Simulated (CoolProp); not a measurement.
A closed Brayton cycle with carbon dioxide: compressor inlet 331.15 K and 7.7 MPa, high pressure 15.5 MPa, turbine inlet 715 K, compressor efficiency 0.85, turbine efficiency 0.93, recuperator effectiveness 0.9 (on enthalpy, no pinch check). Each further row changes one setting.

Computed with CoolProp (reference Helmholtz-energy equation of state, Span 1996).

```json
[
 {"case": "as stated", "thermal efficiency (%)": "27.5", "net work (kJ/kg)": "44.3", "compressor to turbine work": "0.46", "compressor exit (K)": "393.3", "turbine exit (K)": "635.5"},
 {"case": "turbine inlet 665 K", "thermal efficiency (%)": "25.2", "net work (kJ/kg)": "37.6", "compressor to turbine work": "0.50", "compressor exit (K)": "393.3", "turbine exit (K)": "588.6"},
 {"case": "compressor inlet 341.15 K", "thermal efficiency (%)": "26.4", "net work (kJ/kg)": "40.6", "compressor to turbine work": "0.51", "compressor exit (K)": "406.0", "turbine exit (K)": "635.5"},
 {"case": "high pressure 13.2 MPa", "thermal efficiency (%)": "26.0", "net work (kJ/kg)": "35.9", "compressor to turbine work": "0.44", "compressor exit (K)": "378.6", "turbine exit (K)": "653.4"},
 {"case": "recuperator effectiveness 0.5", "thermal efficiency (%)": "16.3", "net work (kJ/kg)": "44.3", "compressor to turbine work": "0.46", "compressor exit (K)": "393.3", "turbine exit (K)": "635.5"}
]
```
